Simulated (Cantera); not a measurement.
A closed system holds: 1 mol SF6, 0.13 mol H2O, held at 3423.15 K and 3.08 Torr.

Equilibrium computed with Cantera from the NASA thermochemical tables; the gas is ideal and each condensed phase is pure. Candidate condensed phases: H2O, H2SO4, S; 43 gas species. Kinetics and transport are ignored.

Base state: F 0.809, S 0.137, HF 0.0189, O 0.0174, H 0.0169, SO 0.000467, S2 0.000137, SF 0.000114 (mole fractions); condensed: gas only.

What changes in the equilibrium state with this change: SF6 replaced by NH3?


```csv
species,before,after
H,0.0169,0.824
N2,0,0.129
O,0.0174,0.0326
F,0.809,0
S,0.137,0
HF,0.0189,0
H2,4.80e-6,0.0114
N,0,0.000857
SO,0.000467,0
NO,0,0.000342
S2,0.000137,0
```
